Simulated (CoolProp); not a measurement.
Aqueous ethylene glycol as a coolant, 40 % by mass, freezing at -23.8 °C, 1 atm.

Values from CoolProp's Melinder's fits for secondary coolants.

```
T (°C)  conductivity (W/(m K))  density (kg/m³)  viscosity (mPa s)  Prandtl number
------  ----------------------  ---------------  -----------------  --------------
-19.5                    0.395             1067               14.6             124
-14.3                    0.399             1065               11.2             ___
-9                         ___             1064                ___            72.7
-3.7                     0.407             1062               6.80            57.1
1.5                      0.411             1060                ___            45.7
6.8                      0.415             1058               4.44            37.1
12.1                       ___             1055               3.66             ___
17.3                     0.423             1053               3.07            25.5
22.6                     0.427             1051               2.60            21.5
27.9                     0.431             1048               2.23             ___
33.1                     0.435             1045               1.94            15.9
```

What belongs in the gaps?


- -14.3, Prandtl number: 94.3
- -9, conductivity (W/(m K)): 0.403
- -9, viscosity (mPa s): 8.64
- 1.5, viscosity (mPa s): 5.46
- 12.1, conductivity (W/(m K)): 0.419
- 12.1, Prandtl number: 30.5
- 27.9, Prandtl number: 18.4
